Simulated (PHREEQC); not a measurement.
Dissolve 190 mmol/kgw CsOH and 0.045 mmol/kgw K3PO4 at 25 °C. Closed to the air; pH follows from the charge balance.

Model: ion-association model, wateq4f.dat, run in PHREEQC.

This is a speciation only: nothing precipitates in the calculation.

**Question.** What pH, activity of water does the model give?

**Answer.** pH 13.13; activity of water 0.994.

**Question.** In which forms is P present?

**Answer.** PO4-3 96 %, HPO4-2 3.5 % of the P.

H3PO4, which wateq4f.dat lacks, is added to it with the constant of phreeqc.dat.
